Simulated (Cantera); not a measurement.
Input: 1 mol (CH₃)₂SiCl₂, 0.036 mol C₃H₈, 64 mol H₂, at 2350 K and 26.0 mbar.

These are equilibrium values from Cantera (NASA tables, ideal gas, pure condensed phases), not measurements of a reactor. Candidate condensed phases: C, C₆H₆, C₇H₈, C₈H₁₈, Si, SiC; 109 gas species. The feed counts by its element totals alone. The tables' values for SiCl are old estimates; treat these amounts as uncertain. Gases not in the tables: Si₂H₆ and higher silanes. Kinetics and transport are ignored.

Base state: H₂ 0.883, H 0.0727, HCl 0.0257, Si 0.00910, C₂H₂ (acetylene) 0.00487, Cl 0.00152, SiC₂ 0.00149, Si₂C 0.000860 (mole fractions); condensed: C(graphite) + SiC(s).

Question: What changes in the equilibrium state with this change: temperature from 2350 K to 1623 K?

Answer: 
| species | before | after |
|---|---|---|
| H₂ | 0.883 | 0.970 |
| HCl | 0.0257 | 0.0293 |
| H | 0.0727 | 0.000422 |
| Si | 0.00910 | 6.84e-8 |
| SiCl₂ | 0.000206 | 3.51e-5 |
| SiC₂ | 0.00149 | <1e-9 |
| Si₂C | 0.000860 | <1e-9 |
| Si₂ | 3.15e-5 | <1e-9 |
| SiH | 0.000464 | 2.18e-8 |
| C₂H | 2.05e-5 | <1e-9 |
| C(graphite), mol | 1.09 | 1.10 |
| SiC(s), mol | 0.0393 | 0.998 |
